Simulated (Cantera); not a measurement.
Charge: 1 mol SiC, 0.74 mol N2O, 120 mol N2, 0.52 mol CO2, equilibrated at 1773.15 K and 0.000190 bar.

These are equilibrium values from Cantera (NASA tables, ideal gas, pure condensed phases), not measurements of a reactor. Candidate condensed phases: C, Si, SiC, SiO2, Si2N2O, Si3N4; 34 gas species. The tables' values for SiN are old estimates; treat these amounts as uncertain. Rates play no part.

Base state: N2 0.983, CO 0.0104, SiO 0.00407, Si 0.00208, Si2C 1.91e-5, SiN 1.37e-5 (mole fractions); condensed: SiC(s).

What changes in the equilibrium state with this change: SiC replaced by Si3N4?


```
species       before    after
-----------  -------  -------
N2             0.983    0.977
SiO          0.00407   0.0124
Si           0.00208  0.00877
CO            0.0104  0.00179
Si2          2.15e-6  3.81e-5
Si2N         4.19e-6  7.41e-5
SiC(s), mol    0.237    0.285
```

What changes in the equilibrium state with this change: temperature from 1773.15 K to 1248 K?


| species | before | after |
|---|---|---|
| N2 | 0.983 | 0.989 |
| CO | 0.0104 | 0.0105 |
| SiO | 0.00407 | 2.14e-6 |
| Si | 0.00208 | <1e-9 |
| Si2C | 1.91e-5 | <1e-9 |
| SiN | 1.37e-5 | <1e-9 |
| SiC(s), mol | 0.237 | 0 |
| C(graphite), mol | 0 | 0.240 |
| Si2N2O(s), mol | 0 | 0.500 |
